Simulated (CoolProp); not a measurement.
Model: reference Helmholtz-energy equation of state, Zhou 2011, in CoolProp.

Task: For dimethyl carbonate, give the phase and the cv (kJ/(kg K)) at 600 K and 0.053 MPa; 600 K and 0.121 MPa; 600 K and 0.274 MPa.

Result: 
- 600 K and 0.053 MPa: gas; cv 1.77
- 600 K and 0.121 MPa: gas; cv 1.77
- 600 K and 0.274 MPa: gas; cv 1.77
